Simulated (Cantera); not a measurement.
A freely propagating, adiabatic, planar premixed flame of CO : H2 : O2 : N2 = 1 : 0.99 : 0.829 : 2.57 (molar parts), equivalence ratio 1.2, unburnt at 598 K and 150 Torr; mixture-averaged transport, grid criteria slope 0.08 and curve 0.16, no radiation.

Detailed kinetics in Cantera: GRI-Mech 3.0 (53 species, 325 reactions). Burning velocities carry a grid error of a few per cent, more on coarse grids.

Q: Predict: laminar burning velocity; thermal thickness; peak x(H2O2).

A: 
```
Quantity                    Result
------------------------  --------
laminar burning velocity  513 cm/s
thermal thickness          4.30 mm
peak x(H2O2)               1.86e-6
```
